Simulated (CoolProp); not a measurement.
A simple Rankine cycle with R1336mzz(E): condensing at 327.15 K, boiler at 1.74 MPa, turbine inlet 382.1 K, turbine efficiency 0.75, pump efficiency 0.6, no recuperator. Each further row changes one setting.

Values from CoolProp's reference Helmholtz-energy equation of state, Akasaka 2023.

| case | thermal efficiency (%) | net work (kJ/kg) | heat in (kJ/kg) | turbine exit temperature (K) | volume ratio over the turbine |
|---|---|---|---|---|---|
| as stated | 7.6 | 11.7 | 154 | (withheld) | 4.54 |
| turbine inlet 402.1 K | 7.6 | 13.6 | 178 | 367.6 | 4.12 |
| condensing temperature 319.15 K | (withheld) | 14.2 | 164 | 338.7 | 5.80 |
| boiler pressure 1.22 MPa | (withheld) | (withheld) | 166 | (withheld) | 2.76 |
| turbine efficiency 0.65 | (withheld) | 9.90 | 154 | 345.4 | 4.58 |

**Question.** Some entries are withheld; supply them.

**Answer.** 
- as stated, turbine exit temperature (K): 343.5
- condensing temperature 319.15 K, thermal efficiency (%): 8.7
- boiler pressure 1.22 MPa, thermal efficiency (%): 5.9
- boiler pressure 1.22 MPa, net work (kJ/kg): 9.87
- boiler pressure 1.22 MPa, turbine exit temperature (K): 358.7
- turbine efficiency 0.65, thermal efficiency (%): 6.4
